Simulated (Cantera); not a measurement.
An isothermal plug-flow reactor at 575 K and 2930 Torr (inlet), inlet velocity 0.94 m/s, active area per volume 120 1/m; feed H2 : O2 : N2 = 0.019 : 0.11 : 0.79 (molar parts), equivalence ratio 0.086.

Detailed kinetics in Cantera: Deutschmann's 1995 Pt surface mechanism with GRI-Mech 3.0 gas chemistry. Catalytic surfaces can have several steady states; this one follows from the mechanism file's or the stated starting coverage. Mass transfer to the wall is taken as infinitely fast.

What does this change do: inlet velocity 0.94 to 0.68 m/s?


```csv
quantity,before,after
x(H2) at z = 0.0054 m,0.00303,0.00227
x(O2) at z = 0.0054 m,0.112,0.112
x(H2O) at z = 0.0054 m,0.0178,0.0186
θ(free Pt) at the exit,0.0433,0.0326
θ(O*) at the exit,0.927,0.941
θ(OH*) at the exit,0.0298,0.0264
```
